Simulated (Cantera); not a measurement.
Input: 1 mol Si, 0.98 mol H₂O, a varied amount of N₂, 1.6 mol N₂O, at 1075 K and 1.30 mbar.

Cantera equilibrium calculation (NASA polynomials, part measured and part estimated; ideal gas, pure solids and liquids). Candidate condensed phases: H₂O, Si, SiO₂, Si₂N₂O, Si₃N₄; 35 gas species. The numbers say what is thermodynamically allowed, not how fast it happens.

x: gas mole fraction; n: condensed amount in mol.

```csv
n(N₂) (mol),x N₂,x H₂O,x H₂,x H,x NH₃,n SiO₂(β-quartz)
1.6,0.766,0.139,0.0957,(withheld),1.23e-8,1.00
3.3,0.833,0.0986,0.0680,(withheld),7.71e-9,1.00
5,0.871,0.0765,0.0528,(withheld),5.38e-9,1.00
6.8,0.896,0.0618,0.0426,8.40e-8,3.96e-9,1.00
8.5,0.912,0.0523,0.0361,7.73e-8,3.12e-9,1.00
10,0.922,0.0461,0.0318,7.26e-8,2.59e-9,1.00
12,0.933,0.0398,0.0274,6.74e-8,2.09e-9,1.00
14,0.941,0.0350,0.0241,6.32e-8,1.73e-9,1.00
15,0.944,0.0330,0.0228,6.14e-8,1.59e-9,1.00
17,0.950,0.0296,0.0204,5.82e-8,1.35e-9,1.00
19,0.955,0.0269,0.0185,5.54e-8,1.17e-9,1.00
```

### Question
What belongs in the gaps?

### Answer

- 1.6, x H: 1.26e-7
- 3.3, x H: 1.06e-7
- 5, x H: 9.35e-8
